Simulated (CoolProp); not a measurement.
Toluene along the isobar 17.3 MPa: density (kg/m³) from the reference equation and from simpler models built on Tc = 318.6 °C, pc = 4.126 MPa, ω = 0.266; each cubic takes its own stable root.

Values from CoolProp's reference Helmholtz-energy equation of state, Lemmon 2006. It is a short technical equation, of lower accuracy than the large ones.

```
T (°C)   phase  reference
------  ------  ---------
61.45   liquid      843.5
85.35   liquid      822.7
109.35  liquid      801.6
133.35  liquid      780.1
157.35  liquid      758.2
181.35  liquid      735.6
205.25  liquid      712.5
229.25  liquid      688.4
253.25  liquid      663.3
```

Problem. How far does each simpler model (Redlich-Kwong, Peng-Robinson) lie from the reference over these 9 states: mean and median of the absolute difference, and the worst?

Solution. 
- Redlich-Kwong: mean 11.3 %, median 11.2 %, worst -11.7 % at 61.45 °C and 17.3 MPa
- Peng-Robinson: mean 2.0 %, median 2.1 %, worst +2.4 % at 181.35 °C and 17.3 MPa
